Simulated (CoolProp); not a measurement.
Computed with CoolProp (reference Helmholtz-energy equation of state, McLinden 2020).

### Question
Give the vapour pressure (MPa), liquid density (kg/m³), vapour density (kg/m³), enthalpy of vaporisation (kJ/kg) of saturated R1336mzz(Z) at 345.8 K.

### Answer
```tsv
T (K)	p (MPa)	liquid density (kg/m³)	vapour density (kg/m³)	enthalpy of vaporisation (kJ/kg)
345.8	0.352	1230	22.9	144
```
